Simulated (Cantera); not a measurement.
A perfectly stirred reactor is fed with CH4 : H2 = 1 : 21 (molar parts), at 21.8 Torr; it is held at 1975 K, and followed from long to short residence time.

Model: GRI-Mech 3.0 (53 species, 325 reactions), integrated in Cantera. GRI-Mech 3.0 stops at C3 and has no aromatics, soot or wall deposition, so with more carbon than oxygen in the feed, carbon stays in small species such as C2H2 where larger ones or solid carbon would form. Radical loss at walls, strong at low pressure, is not modelled.

Question: Predict: x(CH4) at τ = 17.0 s; x(H2) at τ = 17.0 s; x(C2H6) at τ = 17.0 s; x(C2H2) at τ = 17.0 s; x(C2H4) at τ = 17.0 s; x(CH4) at τ = 0.270 s; x(H2) at τ = 0.270 s; x(C2H6) at τ = 0.270 s; x(C2H2) at τ = 0.270 s; x(C2H4) at τ = 0.270 s.

Answer: 
| Quantity | Result |
|---|---|
| x(CH4) at τ = 17.0 s | 0.000567 |
| x(H2) at τ = 17.0 s | 0.970 |
| x(C2H6) at τ = 17.0 s | 3.47e-9 |
| x(C2H2) at τ = 17.0 s | 0.0213 |
| x(C2H4) at τ = 17.0 s | 4.83e-6 |
| x(CH4) at τ = 0.270 s | 0.00581 |
| x(H2) at τ = 0.270 s | 0.969 |
| x(C2H6) at τ = 0.270 s | 2.73e-7 |
| x(C2H2) at τ = 0.270 s | 0.0185 |
| x(C2H4) at τ = 0.270 s | 1.55e-5 |
